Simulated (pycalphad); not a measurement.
Computed with pycalphad from the COST 507 light-alloy database (1999), at 1 atm. The data set is of 1999 and partly superseded. Amounts are mole fractions of atoms. Diffusion is slow at the low end, where real alloys seldom reach equilibrium.

Problem. Give the equilibrium state of Cu-21.22Si (at.%) at 550 K.

Solution. CU19SI6_ETA, fraction 0.851, with 24.0 Si at.%; FCC_A1, fraction 0.149, with 5.4 Si at.%.

Problem. Give the equilibrium state of Cu-21.22Si (at.%) at 1050 K.

Solution. CU4SI_EPSILON, fraction 0.695, with 20.0 Si at.%; CU19SI6_ETA, fraction 0.305, with 24.0 Si at.%.

Database names, with the compositions (at.%) that they take in these runs: CU4SI_EPSILON: Cu 80 Si 20; CU19SI6_ETA: Cu 76 Si 24. FCC_A1 is fcc.
